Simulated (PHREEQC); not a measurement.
Solution (20 °C): 0.00098 mol/kgw HCl, 0.038 mol/kgw CuSO4 and 0.0016 mol/kgw Fe2(SO4)3. Closed to the air; pH follows from the charge balance.

The numbers come from PHREEQC with the ion-association model, phreeqc.dat.

Task: The ionic strength comes out as 0.0955 mol/kgw. What activity coefficients do FeSO4+, Fe3(OH)4+5, FeOH+2, Cu+2, Fe+3 get?

Result: FeSO4+ 0.79, Fe3(OH)4+5 0.0024, FeOH+2 0.38, Cu+2 0.41, Fe+3 0.18.

Precipitation was switched off in this run. Saturation is exceeded, for instance for Hematite (slow to form), Goethite (slow to form); the values hold only as long as no solid forms.
